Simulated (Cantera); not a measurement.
A freely propagating, adiabatic, planar premixed flame of 61.1 % H₂, 10.5 % O₂, 28.4 % N₂, unburnt at 425 K and 9.87 atm; mixture-averaged transport, grid criteria slope 0.08 and curve 0.16, no radiation.

Detailed kinetics in Cantera: the H2/O2 subset of GRI-Mech 3.0, which has no nitrogen chemistry. The hydrogen kinetics of GRI-Mech 3.0 are dated; newer H2 mechanisms differ, most at raised pressure. Burning velocities carry a grid error of a few per cent, more on coarse grids.

x: mole fraction of selected species; z is measured from the peak of heat release.

```
z (mm)    T (K)  u (m/s)   x H₂      x O₂      x H    x H₂O₂      x OH     x H₂O
--------  -----  -------  -----  --------  -------  --------  --------  --------
-0.0755     425     4.34  0.610     0.105    <1e-8     <1e-8     <1e-8   8.46e-8
-0.0503     425     4.34  0.610     0.105    <1e-8     <1e-8     <1e-8   1.00e-6
-0.0378     427     4.35  0.610     0.105    <1e-8         ?     <1e-8         ?
-0.0252     437     4.44  0.608     0.106    <1e-8   1.18e-6     <1e-8  0.000147
-0.0126     588     5.75  0.587     0.107  3.14e-5   6.35e-5   2.85e-5   0.00733
-0.00629    930     8.78  0.552    0.0955  0.00193  0.000137  0.000478    0.0422
0             ?     12.2      ?         ?        ?         ?         ?         ?
0.00629    1578     14.6  0.465    0.0371   0.0206   1.06e-5   0.00114     0.162
0.0126     1724     15.9  0.441    0.0170   0.0268   3.68e-6   0.00124     0.199
0.0252     1845     17.0  0.428   0.00333   0.0275   1.12e-6   0.00118     0.225
0.0503     1926     17.7  0.429  0.000236   0.0208   2.16e-7  0.000980     0.232
0.101      1985     18.2  0.435   9.15e-6   0.0132   6.28e-8  0.000687     0.234
0.201      2025     18.5  0.439   1.49e-6  0.00752   2.27e-8  0.000421     0.235
```

Task: What belongs in the gaps?

Result: 
- -0.0378, x H₂O₂: 5.66e-8
- -0.0378, x H₂O: 8.76e-6
- 0, T (K): 1315
- 0, x H₂: 0.505
- 0, x O₂: 0.0679
- 0, x H: 0.0101
- 0, x H₂O₂: 6.23e-5
- 0, x OH: 0.000808
- 0, x H₂O: 0.103
